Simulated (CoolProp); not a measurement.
Vapour-liquid equilibrium of R227EA (1) + isobutene (2) at 45.15 °C; x and y are mole fractions of (1).

The numbers come from the multi-fluid Helmholtz-energy mixture model, Lemmon 2016 and Lemmon 2005; pair parameters Bell 2016 in CoolProp.

```json
[
 {"x": "0.05", "bubble pressure (MPa)": "0.6081", "y at the bubble point": "0.141", "dew pressure at overall composition x (MPa)": "0.5618", "liquid density (mol/L)": "9.832"},
 {"x": "0.2", "bubble pressure (MPa)": "0.7415", "y at the bubble point": "0.362", "dew pressure at overall composition x (MPa)": "0.6415", "liquid density (mol/L)": "9.309"},
 {"x": "0.35", "bubble pressure (MPa)": "0.8107", "y at the bubble point": "0.478", "dew pressure at overall composition x (MPa)": "0.7341", "liquid density (mol/L)": "8.849"},
 {"x": "0.5", "bubble pressure (MPa)": "0.8487", "y at the bubble point": "0.569", "dew pressure at overall composition x (MPa)": "0.8216", "liquid density (mol/L)": "8.457"},
 {"x": "0.65", "bubble pressure (MPa)": "0.8658", "y at the bubble point": "0.663", "dew pressure at overall composition x (MPa)": "0.8647", "liquid density (mol/L)": "8.136"},
 {"x": "0.8", "bubble pressure (MPa)": "0.8604", "y at the bubble point": "0.779", "dew pressure at overall composition x (MPa)": "0.8571", "liquid density (mol/L)": "7.880"},
 {"x": "0.95", "bubble pressure (MPa)": "0.8262", "y at the bubble point": "0.935", "dew pressure at overall composition x (MPa)": "0.8219", "liquid density (mol/L)": "7.679"}
]
```

y crosses x between x = 0.65 and 0.8: the model has an azeotrope there.

The pair parameters rest on a limited set of measurements; away from them the model extrapolates.
